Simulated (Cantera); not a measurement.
What does this Cantera script print?

```python
import numpy as np
import cantera as ct

gas = ct.Solution("gri30.yaml")
gas.TPX = 500, 101325, {'C3H8': 1, 'O2': 3.33, 'N2': 12.3}
flame = ct.FreeFlame(gas, width=0.04)
flame.set_refine_criteria(ratio=3, slope=0.08, curve=0.16)
flame.transport_model = "mixture-averaged"
flame.solve(loglevel=0, auto=True)
z, T = flame.grid, flame.T
thick = (T[-1] - T[0]) / np.gradient(T, z).max()
show = ['C3H8', 'O2', 'H2O2', 'C2H2', 'NO', 'H2']
print(f"laminar burning velocity  {flame.velocity[0] * 100:.3f} cm/s")
print(f"burnt temperature         {T[-1]:.1f} K")
print(f"thermal thickness         {thick * 1e3:.4f} mm")
print(f"grid points               {len(z)}")
z0 = z[flame.heat_release_rate.argmax()]
print(f"{'z/mm':>9s}{'T/K':>9s}{'u/(m/s)':>9s}" + "".join(f"{s:>11s}" for s in show))
rows = []
for k in (-3, -2, -1.5, -1, -0.5, -0.25, 0, 0.25, 0.5, 1, 2, 4, 8):
    zz = z0 + k * thick
    rows.append([k * thick, np.interp(zz, z, T), np.interp(zz, z, flame.velocity),
                 *(np.interp(zz, z, flame.X[gas.species_index(s)]) for s in show)])
    print(f"{rows[-1][0] * 1e3:9.3f}{rows[-1][1]:9.1f}{rows[-1][2]:9.3f}" + "".join(f"{x:11.3e}" for x in rows[-1][3:]))
```

Result:

```
laminar burning velocity  61.736 cm/s
burnt temperature         2118.3 K
thermal thickness         0.4090 mm
grid points               141
     z/mm      T/K  u/(m/s)       C3H8         O2       H2O2       C2H2         NO         H2
   -1.227    500.3    0.620  5.994e-02  1.995e-01  1.175e-08  2.218e-07  1.040e-09  3.758e-03
   -0.818    503.8    0.628  5.959e-02  1.979e-01  1.492e-07  3.816e-06  1.360e-08  1.006e-02
   -0.614    516.9    0.649  5.914e-02  1.953e-01  6.550e-07  2.116e-05  6.372e-08  1.703e-02
   -0.409    602.6    0.770  5.729e-02  1.845e-01  3.650e-06  1.908e-04  4.867e-07  2.966e-02
   -0.205   1008.5    1.350  4.034e-02  1.374e-01  1.367e-05  1.572e-03  3.842e-06  4.788e-02
   -0.102   1386.5    1.936  1.439e-02  9.018e-02  1.309e-05  3.614e-03  8.175e-06  5.707e-02
    0.000   1744.8    2.513  4.356e-04  4.207e-02  1.982e-06  6.291e-03  1.547e-05  6.177e-02
    0.102   1940.1    2.814  5.850e-07  1.546e-02  3.582e-07  4.519e-03  2.751e-05  6.150e-02
    0.205   2018.0    2.927  2.781e-10  5.284e-03  9.717e-08  2.122e-03  4.124e-05  6.156e-02
    0.409   2061.8    2.984  2.817e-13  7.067e-04  2.513e-08  5.200e-04  6.376e-05  6.365e-02
    0.818   2078.6    3.002  2.035e-16  9.011e-05  1.374e-08  5.794e-05  8.974e-05  6.594e-02
    1.636   2088.8    3.014  1.641e-20  5.218e-05  9.919e-09  2.089e-06  1.118e-04  6.677e-02
    3.272   2099.4    3.027  2.091e-24  3.023e-05  6.287e-09  3.587e-08  1.241e-04  6.710e-02
```

Computed with Cantera and GRI-Mech 3.0 (53 species, 325 reactions). GRI-Mech 3.0 was tuned for natural gas; its chemistry of propane as a main component is partial and can be far from experiment. Burning velocities carry a grid error of a few per cent, more on coarse grids.
